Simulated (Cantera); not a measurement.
A freely propagating, adiabatic, planar premixed flame of CH4 : C2H6 : C3H8 : O2 : N2 = 1 : 0.25 : 0.093 : 2.39 : 8.97 (molar parts), equivalence ratio 1.4, unburnt at 548 K and 3750 Torr; mixture-averaged transport, grid criteria slope 0.08 and curve 0.16, no radiation.

Model: GRI-Mech 3.0 (53 species, 325 reactions), integrated in Cantera. Burning velocities carry a grid error of a few per cent, more on coarse grids.

**Question.** How do the results move with these cheaper or finer settings: unity-Lewis-number transport; multicomponent transport; multicomponent+Soret transport; grid criteria slope 0.5, curve 1; grid criteria slope 0.25, curve 0.5; grid criteria slope 0.03, curve 0.06?

**Answer.** 
| setting | laminar burning velocity | thermal thickness | peak x(CO) | peak x(HCN) | grid points |
|---|---|---|---|---|---|
| as above | 37.4 cm/s | 0.158 mm | 0.0832 | 4.74e-5 | 137 |
| unity-Lewis-number transport | 29.8 cm/s | 0.181 mm | 0.0814 | 6.09e-5 | 144 |
| multicomponent transport | 37.6 cm/s | 0.160 mm | 0.0833 | 4.73e-5 | 137 |
| multicomponent+Soret transport | 37.7 cm/s | 0.157 mm | 0.0833 | 4.80e-5 | 139 |
| grid criteria slope 0.5, curve 1 | 40.7 cm/s | 0.177 mm | 0.0831 | 4.69e-5 | 32 |
| grid criteria slope 0.25, curve 0.5 | 39.0 cm/s | 0.163 mm | 0.0833 | 4.72e-5 | 55 |
| grid criteria slope 0.03, curve 0.06 | 37.1 cm/s | 0.156 mm | 0.0832 | 4.78e-5 | 344 |
The base run took around 9 core-seconds (rough).
Unity Lewis numbers drop preferential diffusion, which matters most where H2 and H carry the flame; Soret adds thermal diffusion.
